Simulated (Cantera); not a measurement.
## Stirred combustor or abatement burner

A perfectly stirred reactor is fed with C₃H₈ : O₂ : N₂ = 1 : 5.81 : 58.1 (molar parts), equivalence ratio 0.86, at 5.00 bar; it is adiabatic with a 625 K inlet, and is followed from long to short residence time, starting on the burning branch (τ in s: 0.04, 0.017, 0.0071, 0.003, 0.0013, 0.00053, 0.00023, 9.5e-05, 4e-05).

Model: GRI-Mech 3.0 (53 species, 325 reactions), integrated in Cantera. GRI-Mech 3.0 was tuned for natural gas; its chemistry of propane as a main component is partial and can be far from experiment.

| τ (s) | T (K) | x C₃H₈ | x O₂ | x H₂O₂ | x NO | x O | x C₂H₄ | x C₂H₂ |
|---|---|---|---|---|---|---|---|---|
| 0.040 | 1516 | 3.07e-6 | 0.0126 | 1.57e-7 | 4.00e-6 | 2.14e-5 | 9.81e-6 | 6.27e-6 |
| 0.017 | 1511 | 5.45e-6 | 0.0129 | 2.32e-7 | 3.85e-6 | 3.57e-5 | 1.68e-5 | 8.18e-6 |
| 0.0071 | 1503 | 9.79e-6 | 0.0134 | 3.39e-7 | 3.73e-6 | 5.83e-5 | 2.91e-5 | 1.07e-5 |
| 0.0030 | 1487 | 1.81e-5 | 0.0144 | 4.85e-7 | 3.57e-6 | 8.81e-5 | 5.23e-5 | 1.42e-5 |
| 0.0013 | 1451 | 4.07e-5 | 0.0168 | 6.96e-7 | 2.45e-6 | 0.000104 | 0.000115 | 2.12e-5 |
| 0.00053 | 625 | 0.0154 | 0.0895 | <1e-12 | <1e-12 | <1e-12 | <1e-12 | <1e-12 |
| 0.00023 | 625 | 0.0154 | 0.0895 | <1e-12 | <1e-12 | <1e-12 | <1e-12 | <1e-12 |
| 9.5e-5 | 625 | 0.0154 | 0.0895 | <1e-12 | <1e-12 | <1e-12 | <1e-12 | <1e-12 |
| 4.0e-5 | 625 | 0.0154 | 0.0895 | <1e-12 | <1e-12 | <1e-12 | <1e-12 | <1e-12 |
x: mole fraction; the columns are a selection and need not sum to one.
